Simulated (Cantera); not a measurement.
Cantera run:

```python
import numpy as np
import cantera as ct

gas_names = """
    CL CL2 H HCL H2 Si SiCL SiCL2 SiCL3 SiCL4 SiH SiHCL3 SiH2 SiH2CL2 SiH3 SiH3CL SiH4 Si2 Si3
""".split()
cond_names = """
    Si(cr) Si(L)
""".split()


# ... load() reads the species with a 1 bar reference pressure and builds the phases ...
atoms = {
    'Si': {'Si': 1},
    'HCl': {'H': 1, 'CL': 1},
    'H2': {'H': 2},
}
top_T = {}  # K; cautious upper limits of use, not melting points


# ... equilibrate(T, P, feed) seeds the gas with the atoms and calls Mixture.equilibrate('TP', solver="vcs", rtol=1e-11, max_steps=5000) ...
results = []
feed = {'Si': 1, 'HCl': 4.7, 'H2': 97}  # mol
P = 1333.22  # Pa
for T in [525, 625, 725, 825, 925, 1025, 1125, 1225, 1325, 1425, 1525, 1625]:
    mix = equilibrate(T, P, feed)
    results.append((T, P, feed, dict(zip(mix.species_names, mix.species_moles))))
    x = sorted(zip(gas.X, gas.species_names), reverse=True)
    print(f"T = {T:g} K  P = {P:g} Pa  gas = {mix.phase_moles(0):.4g} mol")
    print("   x: " + "  ".join(f"{s} {v:.3e}" for v, s in x if v > 0.0001))
    print("   condensed (mol): " + ("  ".join(f"{mix.phase(i).name} {mix.phase_moles(i):.4g}"
          for i in range(1, mix.n_phases) if mix.phase_moles(i) > 1e-12) or "none"))
```

Result:

```
T = 525 K  P = 1333.22 Pa  gas = 100.7 mol
   x: H2 9.831e-01  SiCL4 9.925e-03  HCL 6.956e-03
   condensed (mol): none
T = 625 K  P = 1333.22 Pa  gas = 100.7 mol
   x: H2 9.831e-01  SiCL4 9.864e-03  HCL 7.018e-03
   condensed (mol): none
T = 725 K  P = 1333.22 Pa  gas = 100.7 mol
   x: H2 9.827e-01  SiCL4 9.535e-03  HCL 7.348e-03  SiHCL3 3.935e-04
   condensed (mol): none
T = 825 K  P = 1333.22 Pa  gas = 100.7 mol
   x: H2 9.818e-01  SiCL4 8.633e-03  HCL 8.266e-03  SiHCL3 1.268e-03
   condensed (mol): none
T = 925 K  P = 1333.22 Pa  gas = 100.7 mol
   x: H2 9.801e-01  HCL 9.992e-03  SiCL4 7.079e-03  SiHCL3 2.523e-03  SiCL3 1.352e-04  SiCL2 1.025e-04
   condensed (mol): none
T = 1025 K  P = 1333.22 Pa  gas = 101 mol
   x: H2 9.725e-01  HCL 1.991e-02  SiCL4 4.524e-03  SiHCL3 1.899e-03  SiCL2 7.273e-04  SiCL3 3.970e-04
   condensed (mol): Si(cr) 0.2285
T = 1125 K  P = 1333.22 Pa  gas = 101.4 mol
   x: H2 9.633e-01  HCL 3.157e-02  SiCL2 2.193e-03  SiCL4 1.555e-03  SiHCL3 8.240e-04  SiCL3 5.264e-04
   condensed (mol): Si(cr) 0.4774
T = 1225 K  P = 1333.22 Pa  gas = 101.6 mol
   x: H2 9.590e-01  HCL 3.674e-02  SiCL2 3.432e-03  SiCL3 3.293e-04  SiCL4 2.498e-04  SiHCL3 2.035e-04
   condensed (mol): Si(cr) 0.5693
T = 1325 K  P = 1333.22 Pa  gas = 101.7 mol
   x: H2 9.583e-01  HCL 3.744e-02  SiCL2 4.008e-03  SiCL3 1.588e-04
   condensed (mol): Si(cr) 0.5674
T = 1425 K  P = 1333.22 Pa  gas = 101.7 mol
   x: H2 9.583e-01  HCL 3.720e-02  SiCL2 4.358e-03
   condensed (mol): Si(cr) 0.5465
T = 1525 K  P = 1333.22 Pa  gas = 101.7 mol
   x: H2 9.583e-01  HCL 3.680e-02  SiCL2 4.626e-03  H 2.006e-04
   condensed (mol): Si(cr) 0.5238
T = 1625 K  P = 1333.22 Pa  gas = 101.7 mol
   x: H2 9.581e-01  HCL 3.640e-02  SiCL2 4.843e-03  H 5.981e-04
   condensed (mol): Si(cr) 0.5009
```

These are equilibrium values from Cantera (NASA tables, ideal gas, pure condensed phases), not measurements of a reactor. The tables' values for SiCl3, SiCl are old estimates; treat these amounts as uncertain.
